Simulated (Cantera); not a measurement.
Input: 1 mol CH₄, 0.32 mol O₂, a varied amount of H₂, held at 998.15 K and 1 atm.

These are equilibrium values from Cantera (NASA tables, ideal gas, pure condensed phases), not measurements of a reactor. Candidate condensed phases: C, C₆H₆, C₇H₈, C₈H₁₈, H₂O; 110 gas species. Equilibrium is a limit: real reactors are often held back by kinetics, nucleation or transport.

Question: Which condensed phases are stable at each of these points (n(H₂) (mol)): 3.6, 4.5, 5.7, 7.2, 9, 11, 14, 18, 23, 29?

Answer: 
| n(H₂) (mol) | condensed phases | C condensed (%) |
|---|---|---|
| 3.6 | C(graphite) | 15.2 |
| 4.5 | C(graphite) | 8.4 |
| 5.7 | gas only | 0.0 |
| 7.2 | gas only | 0.0 |
| 9 | gas only | 0.0 |
| 11 | gas only | 0.0 |
| 14 | gas only | 0.0 |
| 18 | gas only | 0.0 |
| 23 | gas only | 0.0 |
| 29 | gas only | 0.0 |

From 3.6 mol H₂ to 4.5 mol H₂ the condensed part is C(graphite). From 5.7 mol H₂ to 29 mol H₂ nothing is condensed.
